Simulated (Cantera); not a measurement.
A perfectly stirred reactor is fed with 0.850 % CH3OH, 0.356 % O2, 98.8 % N2, at 9.87 atm; it is held at 1300 K, and followed from long to short residence time.

Cantera simulation using GRI-Mech 3.0 (53 species, 325 reactions); the numbers are that mechanism's predictions, not measurements. GRI-Mech 3.0 was tuned for natural gas; its chemistry of methanol as a main component is partial and can be far from experiment.

x: mole fraction; the columns are a selection and need not sum to one.

```json
[
 {"τ (s)": "20", "x CH3OH": "5.08e-7", "x O2": "4.08e-6", "x C2H4": "8.97e-8", "x C2H2": "2.72e-7", "x N2O": "2.19e-10", "x C2H": "<1e-12"},
 {"τ (s)": "6.4", "x CH3OH": "8.35e-7", "x O2": "6.74e-6", "x C2H4": "5.94e-8", "x C2H2": "1.78e-7", "x N2O": "4.02e-10", "x C2H": "<1e-12"},
 {"τ (s)": "2.1", "x CH3OH": "1.57e-6", "x O2": "1.27e-5", "x C2H4": "6.60e-8", "x C2H2": "1.94e-7", "x N2O": "7.74e-10", "x C2H": "<1e-12"},
 {"τ (s)": "0.68", "x CH3OH": "3.15e-6", "x O2": "2.53e-5", "x C2H4": "8.80e-8", "x C2H2": "2.48e-7", "x N2O": "1.54e-9", "x C2H": "<1e-12"},
 {"τ (s)": "0.22", "x CH3OH": "6.53e-6", "x O2": "5.10e-5", "x C2H4": "1.21e-7", "x C2H2": "3.12e-7", "x N2O": "3.06e-9", "x C2H": "<1e-12"},
 {"τ (s)": "0.072", "x CH3OH": "…", "x O2": "…", "x C2H4": "…", "x C2H2": "…", "x N2O": "…", "x C2H": "<1e-12"},
 {"τ (s)": "0.024", "x CH3OH": "3.00e-5", "x O2": "0.000199", "x C2H4": "1.88e-7", "x C2H2": "3.03e-7", "x N2O": "1.06e-8", "x C2H": "<1e-12"},
 {"τ (s)": "0.0077", "x CH3OH": "8.27e-5", "x O2": "0.000418", "x C2H4": "1.42e-7", "x C2H2": "1.38e-7", "x N2O": "1.79e-8", "x C2H": "<1e-12"},
 {"τ (s)": "0.0025", "x CH3OH": "0.000810", "x O2": "0.00115", "x C2H4": "4.40e-9", "x C2H2": "1.18e-9", "x N2O": "2.45e-8", "x C2H": "<1e-12"},
 {"τ (s)": "0.00082", "x CH3OH": "…", "x O2": "…", "x C2H4": "…", "x C2H2": "3.33e-10", "x N2O": "…", "x C2H": "<1e-12"},
 {"τ (s)": "0.00027", "x CH3OH": "0.00398", "x O2": "0.00217", "x C2H4": "8.06e-10", "x C2H2": "5.74e-11", "x N2O": "9.86e-9", "x C2H": "<1e-12"}
]
```

What belongs in the gaps?


- 0.072, x CH3OH: 1.38e-5
- 0.072, x O2: 0.000102
- 0.072, x C2H4: 1.60e-7
- 0.072, x C2H2: 3.45e-7
- 0.072, x N2O: 5.88e-9
- 0.00082, x CH3OH: 0.00193
- 0.00082, x O2: 0.00155
- 0.00082, x C2H4: 2.44e-9
- 0.00082, x N2O: 1.72e-8
